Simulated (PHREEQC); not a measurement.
A solution holds 0.032 mol Li2SO4, 0.036 mol CuSO4 and 0.00034 mol Na2SO4 per kg of water, at 12 °C. It is in equilibrium with CO2 at log p = -1 (atm). Otherwise closed; pH follows from the charge balance.

All values are PHREEQC results (ion-association model, wateq4f.dat), not measurements.

Q: The ionic strength comes out as 0.163 mol/kgw. What activity coefficients do NaSO4-, CuHCO3+, HCO3-, SO4-2, Cu+2 get?

A: NaSO4- 0.76, CuHCO3+ 0.76, HCO3- 0.76, SO4-2 0.32, Cu+2 0.35.

No solid was allowed to form. Species that the database lacks are ignored. At this temperature some constants are extrapolated from 25 °C, and those without enthalpy data are left unchanged.
